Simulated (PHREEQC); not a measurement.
A solution holds 0.22 mol/kgw HF, 0.0082 mol/kgw H2SiF6, 0.0086 mol/kgw H3BO3 and 0.0026 mol/kgw H2SO4, at 25 °C. Closed to the air; pH follows from the charge balance.

The numbers come from PHREEQC with the ion-association model, phreeqc.dat.

Q: The ionic strength comes out as 0.0454 mol/kgw. What activity coefficients do H+, HF2-, BF4-, SO4-2, HSO4- get?

A: H+ 0.86, HF2- 0.83, BF4- 0.83, SO4-2 0.47, HSO4- 0.83.

No solid was allowed to form. SiF6-2 is the database's only silicon fluoride. Real BF4- forms and hydrolyses slowly; the run takes it at equilibrium.
